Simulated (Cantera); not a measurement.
A closed system holds: 1 mol Pb, 0.048 mol CO₂, 0.36 mol CO, at 1330 Pa.

Cantera equilibrium calculation (NASA polynomials, part measured and part estimated; ideal gas, pure solids and liquids). Candidate condensed phases: C, Pb, PbO, PbO₂, Pb₃O₄; 15 gas species. The numbers say what is thermodynamically allowed, not how fast it happens.

**Question.** Which condensed phases are stable at each of these points (T (K)): 1200, 1250, 1300, 1350, 1400, 1450, 1500, 1550, 1600, 1650, 1700, 1750, 1800, 1850?

**Answer.** 
| T (K) | condensed phases | Pb condensed (%) |
|---|---|---|
| 1200 | Pb(l) | 97.9 |
| 1250 | Pb(l) | 95.5 |
| 1300 | Pb(l) | 90.0 |
| 1350 | Pb(l) | 76.3 |
| 1400 | Pb(l) | 22.9 |
| 1450 | gas only | 0.0 |
| 1500 | gas only | 0.0 |
| 1550 | gas only | 0.0 |
| 1600 | gas only | 0.0 |
| 1650 | gas only | 0.0 |
| 1700 | gas only | 0.0 |
| 1750 | gas only | 0.0 |
| 1800 | gas only | 0.0 |
| 1850 | gas only | 0.0 |

From 1200 K to 1400 K the condensed part is Pb(l). From 1450 K to 1850 K nothing is condensed.
